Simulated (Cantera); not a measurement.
Input (Python, Cantera) and output of one run.

```python
import numpy as np
import cantera as ct

gas_names = """
    CL CL2 H HCL H2 Mg MgCL MgCL2 MgH Mg2
""".split()
cond_names = """
    Mg(cr) Mg(L) MgCL2(s) MgCL2(L)
""".split()


def load(file, names, dense=False):
    # The tables refer to 1 bar. Condensed volumes are neglected.
    table = {s.name: s for s in ct.Species.list_from_file(file)}
    out = []
    for n in names:
        d = dict(table[n].input_data)
        d["thermo"] = dict(d["thermo"], **{"reference-pressure": 1e5})
        if dense:
            d["equation-of-state"] = {"model": "constant-volume", "density": "1e6 g/cm^3"}
        out.append(ct.Species.from_dict(d))
    return out


gas = ct.Solution(thermo="ideal-gas", species=load("nasa_gas.yaml", gas_names))
cond = {s.name: ct.Solution(thermo="fixed-stoichiometry", species=[s], name=s.name)
        for s in load("nasa_condensed.yaml", cond_names, dense=True)}
atoms = {
    'MgCl2': {'Mg': 1, 'CL': 2},
    'HCl': {'H': 1, 'CL': 1},
    'H2': {'H': 2},
}
top_T = {}  # K; cautious upper limits of use, not melting points


def equilibrate(T, P, feed):
    n = {}
    for name, mol in feed.items():
        for a, k in atoms[name].items():
            n[a] = n.get(a, 0.0) + k * mol
    gas.TPX = T, P, n
    mass = sum(n.values()) * gas.mean_molecular_weight
    gas.equilibrate("TP")
    valid = [c for c in cond.values() if c.min_temp <= T <= top_T.get(c.name, c.max_temp)]
    mix = ct.Mixture([(gas, mass / gas.mean_molecular_weight)] + [(c, 0.0) for c in valid])
    mix.T, mix.P = T, P
    mix.equilibrate("TP", solver="vcs", rtol=1e-11, max_steps=5000)
    return mix


results = []
feed = {'MgCl2': 1, 'HCl': 0.066, 'H2': 2.2}  # mol
P = 13332.2  # Pa
for T in [925, 1000, 1075, 1150, 1225, 1300, 1375, 1450, 1525, 1600, 1675, 1750, 1825]:
    mix = equilibrate(T, P, feed)
    results.append((T, P, feed, dict(zip(mix.species_names, mix.species_moles))))

top = {s: max(r[3][s] / sum(r[3][g] for g in gas_names) for r in results) for s in gas_names}
cols = sorted((s for s in top if top[s] > 1e-05), key=lambda s: -top[s])[:9]
seen = [c for c in cond_names if any(r[3].get(c, 0) > 1e-12 for r in results)]
print("log10 of partial pressures in bar; condensed amounts in mol")
print(f"{'T/K':>10s}" + "".join(f"{s[:9]:>10s}" for s in cols + seen))
for T, P, feed, n in results:
    ng = sum(n[g] for g in gas_names)
    print(f"{T:10.4g}" + "".join(f"{np.log10(max(n[s] / ng * P / 1e5, 1e-99)):10.3f}" for s in cols)
          + "".join(f"{n.get(c, 0):10.4g}" for c in seen))
```

Result:

```
log10 of partial pressures in bar; condensed amounts in mol
       T/K        H2     MgCL2       HCL        Mg      MgCL         H        CL       MgH  MgCL2(s)  MgCL2(L)
       925    -0.888    -4.692    -2.411   -15.025   -13.348   -10.028   -11.567   -17.891    0.9997         0
      1000    -0.889    -3.721    -2.411   -12.576   -11.313    -9.088   -10.642   -15.357         0    0.9968
      1075    -0.891    -3.024    -2.414   -10.608    -9.703    -8.279    -9.846   -13.316         0    0.9838
      1150    -0.900    -2.425    -2.423    -8.898    -8.308    -7.577    -9.155   -11.548         0    0.9343
      1225    -0.930    -1.906    -2.453    -7.384    -7.080    -6.972    -8.559    -9.992         0    0.7673
      1300    -1.022    -1.452    -2.544    -5.987    -5.969    -6.467    -8.063    -8.592         0    0.1841
      1375    -1.047    -1.389    -2.567    -5.145    -5.352    -5.989    -7.590    -7.718         0         0
      1450    -1.047    -1.390    -2.557    -4.486    -4.875    -5.548    -7.147    -7.019         0         0
      1525    -1.048    -1.391    -2.529    -3.933    -4.467    -5.150    -6.727    -6.431         0         0
      1600    -1.050    -1.394    -2.470    -3.503    -4.134    -4.789    -6.311    -5.969         0         0
      1675    -1.053    -1.400    -2.383    -3.181    -3.868    -4.462    -5.900    -5.619         0         0
      1750    -1.057    -1.409    -2.283    -2.936    -3.650    -4.162    -5.500    -5.349         0         0
      1825    -1.064    -1.420    -2.178    -2.740    -3.468    -3.888    -5.120    -5.132         0         0
```

Method: chemical equilibrium by Gibbs-energy minimisation in Cantera with the NASA 1993 tables (ideal gas, pure condensed phases). The tables' values for MgH are old estimates; treat these amounts as uncertain.
